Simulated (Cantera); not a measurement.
A perfectly stirred reactor is fed with 26.3 % NH3, 73.7 % N2, at 1.01 bar; it is held at 1975 K, and followed from long to short residence time.

Computed with Cantera and the gas-phase N/H chemistry of the illustrative SiF4/NH3 mechanism in the Surface Chemkin manual (1991). Walls and surfaces, which speed up NH3 decomposition in real reactors, are not modelled.

x: mole fraction; the columns are a selection and need not sum to one.

```json
[
 {"τ (s)": "0.31", "x NH3": "0.0404", "x H2": "0.264", "x N2H2": "1.33e-7", "x NH2": "0.000129", "x NH": "4.84e-6", "x N2H4": "___", "x N": "5.86e-7"},
 {"τ (s)": "0.22", "x NH3": "0.0521", "x H2": "0.250", "x N2H2": "1.82e-7", "x NH2": "0.000155", "x NH": "5.35e-6", "x N2H4": "___", "x N": "5.97e-7"},
 {"τ (s)": "0.15", "x NH3": "0.0682", "x H2": "0.231", "x N2H2": "2.53e-7", "x NH2": "0.000188", "x NH": "5.92e-6", "x N2H4": "___", "x N": "6.02e-7"},
 {"τ (s)": "0.10", "x NH3": "0.0888", "x H2": "0.207", "x N2H2": "3.49e-7", "x NH2": "0.000227", "x NH": "6.50e-6", "x N2H4": "___", "x N": "6.00e-7"},
 {"τ (s)": "0.073", "x NH3": "0.107", "x H2": "0.185", "x N2H2": "4.37e-7", "x NH2": "0.000259", "x NH": "6.91e-6", "x N2H4": "___", "x N": "5.93e-7"},
 {"τ (s)": "0.051", "x NH3": "0.129", "x H2": "0.159", "x N2H2": "5.50e-7", "x NH2": "0.000296", "x NH": "7.32e-6", "x N2H4": "___", "x N": "5.76e-7"},
 {"τ (s)": "0.035", "x NH3": "0.152", "x H2": "0.131", "x N2H2": "6.76e-7", "x NH2": "0.000335", "x NH": "7.63e-6", "x N2H4": "___", "x N": "5.49e-7"},
 {"τ (s)": "0.025", "x NH3": "0.172", "x H2": "0.107", "x N2H2": "7.90e-7", "x NH2": "0.000369", "x NH": "7.81e-6", "x N2H4": "___", "x N": "5.16e-7"},
 {"τ (s)": "0.017", "x NH3": "0.193", "x H2": "0.0826", "x N2H2": "9.12e-7", "x NH2": "0.000405", "x NH": "7.86e-6", "x N2H4": "___", "x N": "4.67e-7"},
 {"τ (s)": "0.012", "x NH3": "0.209", "x H2": "0.0635", "x N2H2": "1.01e-6", "x NH2": "0.000436", "x NH": "7.78e-6", "x N2H4": "___", "x N": "4.13e-7"},
 {"τ (s)": "0.0083", "x NH3": "0.223", "x H2": "0.0469", "x N2H2": "1.10e-6", "x NH2": "0.000465", "x NH": "7.55e-6", "x N2H4": "___", "x N": "3.48e-7"}
]
```

Question: Complete the blanks.

Answer: 
- 0.31, x N2H4: 9.62e-9
- 0.22, x N2H4: 1.38e-8
- 0.15, x N2H4: 2.03e-8
- 0.10, x N2H4: 2.96e-8
- 0.073, x N2H4: 3.86e-8
- 0.051, x N2H4: 5.06e-8
- 0.035, x N2H4: 6.48e-8
- 0.025, x N2H4: 7.85e-8
- 0.017, x N2H4: 9.46e-8
- 0.012, x N2H4: 1.09e-7
- 0.0083, x N2H4: 1.25e-7
